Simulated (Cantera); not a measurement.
What does this Cantera script print?

```python
import numpy as np
import cantera as ct

gas_names = """
    H HO2 H2 H2O H2O2 H2S H2SO4 Mg MgH MgO MgOH MgO2H2 MgS Mg2 O OH O2 O3 S SH SO SO2 SO3 S2 S2O S8
""".split()
cond_names = """
    H2O(s) H2O(L) H2SO4(L) Mg(cr) Mg(L) MgO(s) MgO(L) MgO2H2(s) MgS(s) MgSO4(s) MgSO4(L) S(cr1) S(cr2)
    S(L)
""".split()


# ... load() reads the species with a 1 bar reference pressure and builds the phases ...
atoms = {
    'MgO': {'Mg': 1, 'O': 1},
    'SO3': {'S': 1, 'O': 3},
    'H2O': {'H': 2, 'O': 1},
}
top_T = {'MgS(s)': 2250}  # K; cautious upper limits of use, not melting points


# ... equilibrate(T, P, feed) seeds the gas with the atoms and calls Mixture.equilibrate('TP', solver="vcs", rtol=1e-11, max_steps=5000) ...
results = []
feed = {'MgO': 1, 'SO3': 0.052, 'H2O': 6}  # mol
P = 15000  # Pa
for T in [673, 773, 873, 973, 1073, 1173, 1273, 1373, 1473, 1573, 1673]:
    mix = equilibrate(T, P, feed)
    results.append((T, P, feed, dict(zip(mix.species_names, mix.species_moles))))

top = {s: max(r[3][s] / sum(r[3][g] for g in gas_names) for r in results) for s in gas_names}
cols = sorted((s for s in top if top[s] > 0.0001), key=lambda s: -top[s])[:9]
seen = [c for c in cond_names if any(r[3].get(c, 0) > 1e-12 for r in results)]
print("log10 of partial pressures in bar; condensed amounts in mol")
print(f"{'T/K':>10s}" + "".join(f"{s[:9]:>10s}" for s in cols + seen))
for T, P, feed, n in results:
    ng = sum(n[g] for g in gas_names)
    print(f"{T:10.4g}" + "".join(f"{np.log10(max(n[s] / ng * P / 1e5, 1e-99)):10.3f}" for s in cols)
          + "".join(f"{n.get(c, 0):10.4g}" for c in seen))
```

Result:

```
log10 of partial pressures in bar; condensed amounts in mol
       T/K       H2O       SO2        O2        OH        H2       SO3    MgO(s)  MgSO4(s)
       673    -0.824   -10.025   -10.321   -13.378   -11.979   -12.433     0.948     0.052
       773    -0.824    -7.468    -7.769   -11.114   -10.787    -9.591     0.948     0.052
       873    -0.824    -5.509    -5.810    -9.369    -9.858    -7.413    0.9481   0.05187
       973    -0.824    -3.962    -4.263    -7.984    -9.110    -5.695    0.9524   0.04755
      1073    -0.829    -2.900    -3.201    -6.908    -8.406    -4.591         1         0
      1173    -0.830    -2.895    -3.196    -6.231    -7.377    -4.986         1         0
      1273    -0.830    -2.893    -3.195    -5.662    -6.506    -5.322         1         0
      1373    -0.830    -2.893    -3.194    -5.175    -5.761    -5.608         1         0
      1473    -0.830    -2.892    -3.194    -4.754    -5.116    -5.855         1         0
      1573    -0.830    -2.892    -3.191    -4.386    -4.553    -6.069         1         0
      1673    -0.830    -2.892    -3.179    -4.060    -4.062    -6.252         1         0
```

Cantera equilibrium calculation (NASA polynomials, part measured and part estimated; ideal gas, pure solids and liquids).
